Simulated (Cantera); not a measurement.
## Adiabatic ignition

An adiabatic, constant-pressure homogeneous reactor starts with 14.6 % CO, 12.6 % H2, 7.59 % CH4, 13.7 % O2, 51.5 % N2, equivalence ratio 2.1, at 1425 K and 1.10 bar.

Model: GRI-Mech 3.0 (53 species, 325 reactions), integrated in Cantera.

```json
[
 {"t (s)": "2.00e-6", "T (K)": "1425", "x CO": "0.146", "x H2": "0.126", "x CH4": "0.0759", "x O2": "0.137", "x HCN": "<1e-12"},
 {"t (s)": "6.32e-6", "T (K)": "1425", "x CO": "0.146", "x H2": "0.126", "x CH4": "0.0759", "x O2": "0.137", "x HCN": "<1e-12"},
 {"t (s)": "2.00e-5", "T (K)": "1425", "x CO": "0.146", "x H2": "0.126", "x CH4": "0.0759", "x O2": "0.137", "x HCN": "<1e-12"},
 {"t (s)": "6.32e-5", "T (K)": "1431", "x CO": "0.146", "x H2": "0.125", "x CH4": "0.0743", "x O2": "0.136", "x HCN": "1.04e-11"},
 {"t (s)": "0.000200", "T (K)": "2472", "x CO": "0.176", "x H2": "0.107", "x CH4": "<1e-12", "x O2": "0.000872", "x HCN": "2.14e-7"},
 {"t (s)": "0.000632", "T (K)": "2607", "x CO": "0.179", "x H2": "0.111", "x CH4": "2.51e-12", "x O2": "0.000250", "x HCN": "1.25e-8"},
 {"t (s)": "0.00200", "T (K)": "2624", "x CO": "0.179", "x H2": "0.111", "x CH4": "3.84e-12", "x O2": "0.000188", "x HCN": "3.57e-8"},
 {"t (s)": "0.00632", "T (K)": "2623", "x CO": "0.179", "x H2": "0.111", "x CH4": "3.91e-12", "x O2": "0.000185", "x HCN": "6.21e-8"},
 {"t (s)": "0.0200", "T (K)": "2622", "x CO": "0.179", "x H2": "0.111", "x CH4": "3.93e-12", "x O2": "0.000184", "x HCN": "7.17e-8"},
 {"t (s)": "0.0632", "T (K)": "2622", "x CO": "0.179", "x H2": "0.111", "x CH4": "3.93e-12", "x O2": "0.000184", "x HCN": "7.18e-8"},
 {"t (s)": "0.200", "T (K)": "2622", "x CO": "0.179", "x H2": "0.111", "x CH4": "3.93e-12", "x O2": "0.000184", "x HCN": "7.18e-8"}
]
```
x: mole fraction; the columns are a selection and need not sum to one.

```yaml
time_of_steepest_temperature_rise: 0.156 ms
temperature at 0.200 s: 2622 K
equilibrium_temperature: 2622 K
x(CO) at 0.200 s: 0.179 (gas-phase equilibrium 0.179)
x(H2) at 0.200 s: 0.111 (gas-phase equilibrium 0.111)
x(CH4) at 0.200 s: 3.93e-12 (gas-phase equilibrium 4.46e-12)
```
